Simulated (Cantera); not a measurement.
Input (Python, Cantera) and output of one run.

```python
import numpy as np
import cantera as ct

gas_names = """
    CL CLO CL2 H HCL HOCL HO2 H2 H2O H2O2 O OH O2 O3 Si SiCL SiCL2 SiCL3 SiCL4 SiH SiHCL3 SiH2 SiH2CL2
    SiH3 SiH3CL SiH4 SiO SiO2 Si2 Si3
""".split()
cond_names = """
    H2O(s) H2O(L) Si(cr) Si(L) SiO2(Lqz) SiO2(hqz) SiO2(L)
""".split()


def load(file, names, dense=False):
    # The tables refer to 1 bar. Condensed volumes are neglected.
    table = {s.name: s for s in ct.Species.list_from_file(file)}
    out = []
    for n in names:
        d = dict(table[n].input_data)
        d["thermo"] = dict(d["thermo"], **{"reference-pressure": 1e5})
        if dense:
            d["equation-of-state"] = {"model": "constant-volume", "density": "1e6 g/cm^3"}
        out.append(ct.Species.from_dict(d))
    return out


gas = ct.Solution(thermo="ideal-gas", species=load("nasa_gas.yaml", gas_names))
cond = {s.name: ct.Solution(thermo="fixed-stoichiometry", species=[s], name=s.name)
        for s in load("nasa_condensed.yaml", cond_names, dense=True)}
atoms = {
    'SiCl4': {'Si': 1, 'CL': 4},
    'O3': {'O': 3},
    'H2': {'H': 2},
}
top_T = {}  # K; cautious upper limits of use, not melting points


def equilibrate(T, P, feed):
    n = {}
    for name, mol in feed.items():
        for a, k in atoms[name].items():
            n[a] = n.get(a, 0.0) + k * mol
    gas.TPX = T, P, n
    mass = sum(n.values()) * gas.mean_molecular_weight
    gas.equilibrate("TP")
    valid = [c for c in cond.values() if c.min_temp <= T <= top_T.get(c.name, c.max_temp)]
    mix = ct.Mixture([(gas, mass / gas.mean_molecular_weight)] + [(c, 0.0) for c in valid])
    mix.T, mix.P = T, P
    mix.equilibrate("TP", solver="vcs", rtol=1e-11, max_steps=5000)
    return mix


results = []
feed = {'SiCl4': 1, 'O3': 0.77, 'H2': 9}  # mol
P = 100000  # Pa
for T in [723, 798, 873, 948, 1023, 1098, 1173, 1248, 1323, 1398]:
    mix = equilibrate(T, P, feed)
    results.append((T, P, feed, dict(zip(mix.species_names, mix.species_moles))))

top = {s: max(r[3][s] / sum(r[3][g] for g in gas_names) for r in results) for s in gas_names}
cols = sorted((s for s in top if top[s] > 1e-06), key=lambda s: -top[s])[:9]
seen = [c for c in cond_names if any(r[3].get(c, 0) > 1e-12 for r in results)]
print("log10 of partial pressures in bar; condensed amounts in mol")
print(f"{'T/K':>10s}" + "".join(f"{s[:9]:>10s}" for s in cols + seen))
for T, P, feed, n in results:
    ng = sum(n[g] for g in gas_names)
    print(f"{T:10.4g}" + "".join(f"{np.log10(max(n[s] / ng * P / 1e5, 1e-99)):10.3f}" for s in cols)
          + "".join(f"{n.get(c, 0):10.4g}" for c in seen))
```

Output:

```
log10 of partial pressures in bar; condensed amounts in mol
       T/K        H2       HCL       H2O         H        CL SiO2(Lqz) SiO2(hqz)
       723    -0.216    -0.439    -1.550   -13.182   -13.364         1         0
       798    -0.216    -0.439    -1.550   -11.682   -11.890         1         0
       873    -0.216    -0.439    -1.550   -10.438   -10.665         0         1
       948    -0.216    -0.439    -1.550    -9.388    -9.633         0         1
      1023    -0.216    -0.439    -1.550    -8.491    -8.750         0         1
      1098    -0.216    -0.439    -1.550    -7.715    -7.986         0         1
      1173    -0.216    -0.439    -1.550    -7.036    -7.318         0         1
      1248    -0.216    -0.439    -1.550    -6.439    -6.730         0         1
      1323    -0.216    -0.439    -1.550    -5.908    -6.208         0         1
      1398    -0.216    -0.439    -1.550    -5.433    -5.741         0         1
```

These are equilibrium values from Cantera (NASA tables, ideal gas, pure condensed phases), not measurements of a reactor. The tables hold silica as quartz up to 1696 K and as liquid above; real silica turns to tridymite and cristobalite and melts near 1996 K. Gases not in the tables: Si(OH)4.
